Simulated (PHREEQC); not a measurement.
Dissolve 0.18 mol CuCl2, 0.0048 mol HCl and 0.00015 mol Na2SO4 per kg of water at 25 °C. Closed to the air; pH follows from the charge balance.

Equilibrium calculation in PHREEQC: ion-association model, wateq4f.dat.

```json
[
 {"quantity": "pH", "before": "2.44", "after": "2.35"},
 {"quantity": "ionic strength (mol/kgw)", "before": "0.474", "after": "0.00517"},
 {"quantity": "Cl- (mol/kgw)", "before": "0.328", "after": "0.00480"},
 {"quantity": "SO4-2 (mol/kgw)", "before": "5.93e-5", "after": "0.000111"},
 {"quantity": "HSO4- (mol/kgw)", "before": "6.63e-6", "after": "3.84e-5"},
 {"quantity": "NaSO4- (mol/kgw)", "before": "1.91e-8", "after": "1.24e-7"},
 {"quantity": "SI of Halite (NaCl)", "before": "-5.93", "after": "-7.49"},
 {"quantity": "SI of Mirabilite (Na2SO4:10H2O)", "before": "-11.17", "after": "-10.08"}
]
```

Question: What was changed between the two runs?
A. 0.35 mol/kgw NaCl added
B. temperature from 25 to 45 °C
C. CuCl2 left out
D. diluted 100-fold with water
E. HCl replaced by BaCl2 at the same molality

Answer: C, CuCl2 left out

This is a speciation only: nothing precipitates in the calculation.
